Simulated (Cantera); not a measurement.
Input: 1 mol Si3N4, a varied amount of CO2, 3.6 mol N2, held at 2273 K and 0.133 bar.

Method: chemical equilibrium by Gibbs-energy minimisation in Cantera with the NASA 1993 tables (ideal gas, pure condensed phases). Candidate condensed phases: C, Si, SiC, SiO2, Si2N2O, Si3N4; 34 gas species. Rates play no part.

Question: What share of the Si ends up in condensed phases as a function of n(CO2) (mol), at 0.18, 0.39, 0.59, 0.79, 0.99, 1.2, 1.4, 1.6, 1.8, 2, 2.2, 2.4?

Answer: 
```json
[
 {"n(CO2) (mol)": "0.18", "Si condensed (%)": "92.5", "as": "Si(l)"},
 {"n(CO2) (mol)": "0.39", "Si condensed (%)": "85.3", "as": "Si(l)"},
 {"n(CO2) (mol)": "0.59", "Si condensed (%)": "78.6", "as": "Si(l)"},
 {"n(CO2) (mol)": "0.79", "Si condensed (%)": "71.8", "as": "Si(l)"},
 {"n(CO2) (mol)": "0.99", "Si condensed (%)": "65.0", "as": "Si(l)"},
 {"n(CO2) (mol)": "1.2", "Si condensed (%)": "57.9", "as": "Si(l)"},
 {"n(CO2) (mol)": "1.4", "Si condensed (%)": "51.2", "as": "Si(l)"},
 {"n(CO2) (mol)": "1.6", "Si condensed (%)": "44.4", "as": "Si(l)"},
 {"n(CO2) (mol)": "1.8", "Si condensed (%)": "37.7", "as": "Si(l)"},
 {"n(CO2) (mol)": "2", "Si condensed (%)": "30.9", "as": "Si(l)"},
 {"n(CO2) (mol)": "2.2", "Si condensed (%)": "24.1", "as": "Si(l)"},
 {"n(CO2) (mol)": "2.4", "Si condensed (%)": "17.4", "as": "Si(l)"}
]
```
